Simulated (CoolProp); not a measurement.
Vapour-liquid equilibrium of m-xylene (1) + o-xylene (2) at 0.0322 MPa; x and y are mole fractions of (1).

Computed with CoolProp (multi-fluid Helmholtz-energy mixture model, Zhou 2012 and Zhou 2012; pair parameters Bell 2016).

| x | bubble temperature (°C) | y at the bubble point | dew temperature at overall composition x (°C) | liquid density (mol/L) |
|---|---|---|---|---|
| 0.05 | 105.5 | 0.057 | 105.5 | 7.583 |
| 0.125 | 105.2 | 0.142 | 105.2 | 7.573 |
| 0.2 | 104.8 | 0.226 | 104.9 | 7.564 |
| 0.275 | 104.4 | 0.308 | 104.6 | 7.554 |
| 0.35 | 104.0 | 0.388 | 104.2 | 7.545 |
| 0.425 | 103.6 | 0.466 | 103.8 | 7.535 |
| 0.5 | 103.2 | 0.541 | 103.5 | 7.525 |
| 0.575 | 102.9 | 0.615 | 103.1 | 7.516 |
| 0.65 | 102.5 | 0.686 | 102.7 | 7.506 |
| 0.725 | 102.1 | 0.756 | 102.3 | 7.496 |
| 0.8 | 101.8 | 0.824 | 101.9 | 7.486 |
| 0.875 | 101.5 | 0.891 | 101.6 | 7.477 |
| 0.95 | 101.2 | 0.957 | 101.2 | 7.467 |

No azeotrope shows between x = 0.05 and 0.95.

Pair parameters are fitted to limited data, so mixtures are less certain than the pure fluids.
